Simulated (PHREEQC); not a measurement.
Synthetic water in mmol/kgw, 25 °C, pH 7.6, pe 9.4:

| constituent | mmol/kgw |
|---|---|
| Na | 0.838 |
| K | 0.501 |
| Ca | 0.357 |
| Mg | 0.433 |
| Cl | 1.19 |
| S(6) | 0.182 |
| Alkalinity (meq/kgw) | 1.27 |
| Pb | 0.000691 |

Valence states are taken as typed.

Model: ion-association model, phreeqc.dat, run in PHREEQC.

| quantity | before | after |
|---|---|---|
| SO4-2 (mol/kgw) | 0.000165 | 0.000313 |
| MgSO4 (mol/kgw) | 9.63e-6 | 2.96e-5 |
| SI of Cerussite (PbCO3) | -0.31 | -0.00 |
| SI of Pb(OH)2 (Pb(OH)2) | -0.73 | -0.71 |

Task: What was changed between the two runs?
A) temperature from 25 to 40 °C at the same typed pH
B) all concentrations times 2 at the same typed pH
C) pH from 7.6 to 7.3 at the same alkalinity
D) Alkalinity from 1.27 to 0.635 mmol/kgw
E) pH from 7.6 to 6.6 at the same alkalinity

Result: B, all concentrations times 2 at the same typed pH

This is a speciation only: nothing precipitates in the calculation.
